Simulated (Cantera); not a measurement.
Feed: 1 mol SiC, 0.05 mol N2O, 1 mol N2, held at 0.0100 bar.

Equilibrium computed with Cantera from the NASA thermochemical tables; the gas is ideal and each condensed phase is pure. Candidate condensed phases: C, Si, SiC, SiO2, Si2N2O, Si3N4; 34 gas species. Mutual solubility and eutectic melting of coexisting phases are not modelled. The numbers say what is thermodynamically allowed, not how fast it happens. All values below are at 1150 K.

Base state: N2 1.000 (mole fractions); condensed: C(graphite) + Si2N2O(s) + Si3N4(s).

Question: What changes in the equilibrium state with this change: N2O from 0.05 to 0.88 mol?

Answer: 
```
species               before  after
-------------------  -------  -----
N2                     1.000  0.874
CO                   6.34e-7  0.126
C(graphite), mol        1.00  0.792
Si2N2O(s), mol        0.0500  0.443
Si3N4(s), mol          0.300      0
SiO2(β-quartz), mol        0  0.115
```
The tables hold silica as quartz up to 1696 K and as liquid above; real silica turns to tridymite and cristobalite and melts near 1996 K.
